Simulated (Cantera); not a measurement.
Input (Python, Cantera):

```python
import numpy as np
import cantera as ct

gas = ct.Solution("gri30.yaml")


def delay(T, t_max=10):
    gas.TPX = T, 470000, {'CH4': 1, 'CO': 0.079, 'O2': 1.13, 'N2': 4.26}
    reactor = ct.IdealGasReactor(gas, clone=False)
    net = ct.ReactorNet([reactor])
    net.rtol, net.atol = 1e-8, 1e-16
    while net.time < t_max:
        t_old, T_old = net.time, reactor.T
        net.step()
        if reactor.T > T + 400:  # ignition: a rise of 400 K
            return t_old + (T + 400 - T_old) / (reactor.T - T_old) * (net.time - t_old)
    return np.nan


taus = []
for T in [1300, 1350, 1400, 1450, 1500, 1550, 1600, 1650]:
    taus.append(delay(T))
    print(f"T0 = {T:6g} K   tau = {taus[-1]:.4e} s")
```

It prints:

```
T0 =   1300 K   tau = 4.3035e-03 s
T0 =   1350 K   tau = 2.3518e-03 s
T0 =   1400 K   tau = 1.3179e-03 s
T0 =   1450 K   tau = 7.5561e-04 s
T0 =   1500 K   tau = 4.4301e-04 s
T0 =   1550 K   tau = 2.6577e-04 s
T0 =   1600 K   tau = 1.6339e-04 s
T0 =   1650 K   tau = 1.0313e-04 s
```

Model: GRI-Mech 3.0 (53 species, 325 reactions), integrated in Cantera.
